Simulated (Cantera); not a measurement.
Input: 1 mol (CH3)2SiCl2, 0.12 mol C3H8, 4.4 mol H2, at 0.0270 bar.

Cantera equilibrium calculation (NASA polynomials, part measured and part estimated; ideal gas, pure solids and liquids). Candidate condensed phases: C, C6H6, C7H8, C8H18, Si, SiC; 109 gas species. The feed counts by its element totals alone. The tables' values for SiCl, SiCl3 are old estimates; treat these amounts as uncertain. Gases not in the tables: Si2H6 and higher silanes. Equilibrium is a limit: real reactors are often held back by kinetics, nucleation or transport.

Problem. At 2200 K, list the 7 most abundant gas species with their mole fractions, and the condensed phases.

Solution. H2 0.756, HCl 0.194, H 0.0298, SiCl2 0.0103, Cl 0.00556, C2H2 (acetylene) 0.00194, Si 0.00147. Condensed: C(graphite) + SiC(s).
